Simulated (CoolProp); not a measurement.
Saturated liquid density (kg/m³) of ammonia: the reference equation beside estimates from Tc = 132.4 °C, pc = 11.36 MPa, ω = 0.256. Rackett uses Z = 0.29056 − 0.08775 ω.

Model: reference Helmholtz-energy equation of state, Gao 2020, in CoolProp.

```json
[
 {"T (°C)": "28.75", "reference": "597.3", "Rackett": "522.0", "Redlich-Kwong": "451.3", "Peng-Robinson": "534.6"},
 {"T (°C)": "38.85", "reference": "581.5", "Rackett": "508.7", "Redlich-Kwong": "436.9", "Peng-Robinson": "519.0"},
 {"T (°C)": "48.95", "reference": "564.8", "Rackett": "494.8", "Redlich-Kwong": "421.7", "Peng-Robinson": "502.0"},
 {"T (°C)": "59.15", "reference": "546.9", "Rackett": "479.8", "Redlich-Kwong": "405.2", "Peng-Robinson": "483.2"},
 {"T (°C)": "69.25", "reference": "527.8", "Rackett": "464.0", "Redlich-Kwong": "387.6", "Peng-Robinson": "462.8"},
 {"T (°C)": "79.35", "reference": "507.1", "Rackett": "446.9", "Redlich-Kwong": "368.5", "Peng-Robinson": "440.1"},
 {"T (°C)": "89.45", "reference": "484.2", "Rackett": "428.1", "Redlich-Kwong": "347.5", "Peng-Robinson": "414.5"},
 {"T (°C)": "99.65", "reference": "457.8", "Rackett": "406.5", "Redlich-Kwong": "323.8", "Peng-Robinson": "384.9"}
]
```

Absolute difference from the reference over all 8 rows, mean and median: Rackett 12.1 and 12.2 %, Redlich-Kwong 26.5 and 26.2 %, Peng-Robinson 12.5 and 12.0 %.
